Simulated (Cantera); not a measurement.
A perfectly stirred reactor is fed with CH4 : H2 : H = 0.02 : 1 : 0.02 (molar parts), at 11.3 Torr; it is held at 2325 K, and followed from long to short residence time.

Model: GRI-Mech 3.0 (53 species, 325 reactions), integrated in Cantera. GRI-Mech 3.0 stops at C3 and has no aromatics, soot or wall deposition, so with more carbon than oxygen in the feed, carbon stays in small species such as C2H2 where larger ones or solid carbon would form. Radical loss at walls, strong at low pressure, is not modelled.

Task: Predict: x(CH4) at τ = 3.00 s; x(H2) at τ = 3.00 s; x(H) at τ = 3.00 s; x(CH3) at τ = 3.00 s; x(C2H) at τ = 3.00 s; x(CH4) at τ = 35.0 ms; x(H2) at τ = 35.0 ms; x(H) at τ = 35.0 ms; x(CH3) at τ = 35.0 ms; x(C2H) at τ = 35.0 ms.

Result: 
```
Quantity                Result
---------------------  -------
x(CH4) at τ = 3.00 s   3.21e-5
x(H2) at τ = 3.00 s      0.915
x(H) at τ = 3.00 s      0.0755
x(CH3) at τ = 3.00 s   4.91e-5
x(C2H) at τ = 3.00 s   3.59e-5
x(CH4) at τ = 35.0 ms  0.00184
x(H2) at τ = 35.0 ms     0.961
x(H) at τ = 35.0 ms     0.0281
x(CH3) at τ = 35.0 ms  0.00100
x(C2H) at τ = 35.0 ms  1.11e-5
```
